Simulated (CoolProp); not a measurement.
Vapour pressure (MPa) of cyclopentane: the reference equation beside estimates from Tc = 238.6 °C, pc = 4.583 MPa, ω = 0.202. Clausius-Clapeyron is anchored at 46.35 °C with a constant enthalpy of vaporisation of 27.45 kJ/mol.

The numbers come from the reference Helmholtz-energy equation of state, Gedanitz 2015 in CoolProp.

```json
[
 {"T (°C)": "46.35", "reference": "0.09202", "Lee-Kesler": "0.09026", "Clausius-Clapeyron": "0.09202", "van der Waals": "0.4990", "Redlich-Kwong": "0.1408", "Soave-Redlich-Kwong": "0.09059", "Peng-Robinson": "0.09180"},
 {"T (°C)": "61.15", "reference": "0.1475", "Lee-Kesler": "0.1459", "Clausius-Clapeyron": "0.1454", "van der Waals": "0.6397", "Redlich-Kwong": "0.2174", "Soave-Redlich-Kwong": "0.1460", "Peng-Robinson": "0.1469"},
 {"T (°C)": "75.85", "reference": "0.2252", "Lee-Kesler": "0.2244", "Clausius-Clapeyron": "0.2204", "van der Waals": "0.8033", "Redlich-Kwong": "0.3204", "Soave-Redlich-Kwong": "0.2244", "Peng-Robinson": "0.2243"},
 {"T (°C)": "90.55", "reference": "0.3311", "Lee-Kesler": "0.3318", "Clausius-Clapeyron": "0.3231", "van der Waals": "0.9924", "Redlich-Kwong": "0.4551", "Soave-Redlich-Kwong": "0.3316", "Peng-Robinson": "0.3301"},
 {"T (°C)": "105.35", "reference": "0.4720", "Lee-Kesler": "0.4749", "Clausius-Clapeyron": "0.4608", "van der Waals": "1.210", "Redlich-Kwong": "0.6275", "Soave-Redlich-Kwong": "0.4752", "Peng-Robinson": "0.4714"},
 {"T (°C)": "120.05", "reference": "0.6522", "Lee-Kesler": "0.6582", "Clausius-Clapeyron": "0.6386", "van der Waals": "1.454", "Redlich-Kwong": "0.8401", "Soave-Redlich-Kwong": "0.6598", "Peng-Robinson": "0.6530"},
 {"T (°C)": "134.85", "reference": "0.8810", "Lee-Kesler": "0.8905", "Clausius-Clapeyron": "0.8660", "van der Waals": "1.730", "Redlich-Kwong": "1.100", "Soave-Redlich-Kwong": "0.8950", "Peng-Robinson": "0.8845"},
 {"T (°C)": "149.55", "reference": "1.162", "Lee-Kesler": "1.176", "Clausius-Clapeyron": "1.147", "van der Waals": "2.034", "Redlich-Kwong": "1.409", "Soave-Redlich-Kwong": "1.185", "Peng-Robinson": "1.170"},
 {"T (°C)": "164.35", "reference": "1.507", "Lee-Kesler": "1.525", "Clausius-Clapeyron": "1.495", "van der Waals": "2.372", "Redlich-Kwong": "1.775", "Soave-Redlich-Kwong": "1.541", "Peng-Robinson": "1.522"},
 {"T (°C)": "179.05", "reference": "1.921", "Lee-Kesler": "1.942", "Clausius-Clapeyron": "1.910", "van der Waals": "2.741", "Redlich-Kwong": "2.198", "Soave-Redlich-Kwong": "1.966", "Peng-Robinson": "1.944"}
]
```

Absolute difference from the reference over all 10 rows, mean and median: Lee-Kesler 1.0 and 1.1 %, Clausius-Clapeyron 1.5 and 1.6 %, van der Waals 178.3 and 139.6 %, Redlich-Kwong 32.0 and 30.9 %, Soave-Redlich-Kwong 1.3 and 1.4 %, Peng-Robinson 0.5 and 0.4 %.
